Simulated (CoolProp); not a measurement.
CF4 (R14) at 385.86 K and 0.786 MPa is throttled through a valve to 0.305 MPa with no heat exchange. Each further row changes one setting.

The numbers come from the reference Helmholtz-energy equation of state, Platzer 1990 in CoolProp. This equation is an older, rougher fit.

```csv
case,temperature change (K),final density (kg/m³)
as stated,-1.5,8.43
outlet pressure 0.0915 MPa,-2.1,2.53
outlet pressure 0.397 MPa,-1.2,11.0
```
